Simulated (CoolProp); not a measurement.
Vapour-liquid equilibrium of R1234yf (1) + isobutane (2) at 249.2 K; x and y are mole fractions of (1).

Values from CoolProp's multi-fluid Helmholtz-energy mixture model, Lemmon 2022 and Bücker 2006; pair parameters Bell 2016.

```tsv
x	bubble pressure (bar)	y at the bubble point	dew pressure at overall composition x (bar)	liquid density (mol/L)
0.05	0.7796	0.246	0.6402	10.44
0.125	0.9532	0.417	0.6877	10.44
0.2	1.066	0.504	0.7423	10.44
0.275	1.141	0.559	0.8054	10.45
0.35	1.194	0.598	0.8786	10.47
0.425	1.233	0.630	0.9633	10.49
0.5	1.263	0.659	1.060	10.52
0.575	1.288	0.688	1.163	10.56
0.65	1.307	0.721	1.254	10.61
0.725	1.321	0.758	1.309	10.67
0.8	1.327	0.804	1.327	10.73
0.875	1.324	0.862	1.321	10.80
0.95	1.306	0.937	1.301	10.88
```

y crosses x between x = 0.8 and 0.875: the model has an azeotrope there.

Pair parameters are fitted to limited data, so mixtures are less certain than the pure fluids.
